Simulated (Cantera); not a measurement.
A closed system holds: 1 mol Fe2O3, 0.46 mol H2S, 0.071 mol H2O, at 37.0 mbar.

These are equilibrium values from Cantera (NASA tables, ideal gas, pure condensed phases), not measurements of a reactor. Candidate condensed phases: Fe, FeO, Fe(OH)2, Fe(OH)3, FeS, FeSO4, FeS2, Fe2O3, Fe2(SO4)3, Fe3O4, H2O, H2SO4, S; 22 gas species. The numbers say what is thermodynamically allowed, not how fast it happens. All values below are at 400 °C.

Base state: H2O 0.886, SO2 0.113, H2S 0.00140, S2 6.83e-5, H2 3.56e-5 (mole fractions); condensed: FeS2(s) + Fe3O4(s).

Task: What changes in the equilibrium state with this change: Fe2O3 replaced by MgO?

Result: 
| species | before | after |
|---|---|---|
| H2S | 0.00140 | 0.861 |
| H2O | 0.886 | 0.133 |
| H2 | 3.56e-5 | 0.00403 |
| SO2 | 0.113 | 1.09e-6 |
| S2 | 6.83e-5 | 0.00201 |
| FeS2(s), mol | 0.196 | 0 |
| Fe3O4(s), mol | 0.601 | 0 |
| MgO(s), mol | 0 | 1.00 |
Gases not in the tables: S3 to S7. Further candidate phases: Mg, MgO, Mg(OH)2, MgS, MgSO4.
